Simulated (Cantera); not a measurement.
## SiCl₄ + C₂H₂ + H₂ (silicon carbide growth)

Feed: 1 mol SiCl₄, 1.2 mol C₂H₂, 180 mol H₂, at 680 Pa.

These are equilibrium values from Cantera (NASA tables, ideal gas, pure condensed phases), not measurements of a reactor. Candidate condensed phases: C, C₆H₆, C₇H₈, C₈H₁₈, Si, SiC; 109 gas species. The tables' values for SiCl are old estimates; treat these amounts as uncertain. Gases not in the tables: Si₂H₆ and higher silanes. Kinetics and transport are ignored.

```csv
T (K),x H₂,x H,x HCl,x Si,x C₂H₂ (acetylene),x Cl,x CH₄,n C(graphite),n SiC(s)
998,0.978,2.58e-8,0.0218,<1e-12,1.06e-9,5.37e-10,0.000634,1.28,0.999
1098,0.978,2.97e-7,0.0218,<1e-12,1.25e-8,5.94e-9,0.000238,1.36,1.000
1198,0.978,2.28e-6,0.0218,<1e-12,9.67e-8,4.42e-8,0.000104,1.38,1.000
1298,0.978,1.29e-5,0.0218,1.75e-11,5.46e-7,2.42e-7,5.18e-5,1.39,0.999
1398,0.978,5.67e-5,0.0218,5.45e-10,2.40e-6,1.04e-6,2.84e-5,1.40,0.999
1498,0.978,0.000206,0.0218,1.07e-8,8.62e-6,3.71e-6,1.69e-5,1.40,0.998
1598,0.978,0.000638,0.0218,1.44e-7,2.63e-5,1.13e-5,1.07e-5,1.39,0.997
1698,0.976,0.00173,0.0217,1.42e-6,7.04e-5,3.00e-5,7.15e-6,1.38,0.995
1798,0.974,0.00421,0.0216,1.08e-5,0.000168,7.17e-5,5.00e-6,1.35,0.991
1898,0.969,0.00933,0.0215,6.66e-5,0.000364,0.000156,3.61e-6,1.29,0.976
1998,0.958,0.0190,0.0212,0.000340,0.000726,0.000313,2.66e-6,1.21,0.912
2098,0.939,0.0362,0.0206,0.00149,0.00134,0.000584,1.99e-6,1.21,0.643
2198,0.907,0.0643,0.0198,0.00417,0.00230,0.00102,1.48e-6,1.33,0
2298,0.863,0.108,0.0187,0.00419,0.00369,0.00169,1.09e-6,0.706,0
```
x: gas mole fraction; n: condensed amount in mol.

From 998 K to 2098 K the condensed part is C(graphite) + SiC(s). From 2198 K to 2298 K the condensed part is C(graphite). The main Si-bearing gas is SiCl₄ at 998 K and Si at 2298 K.
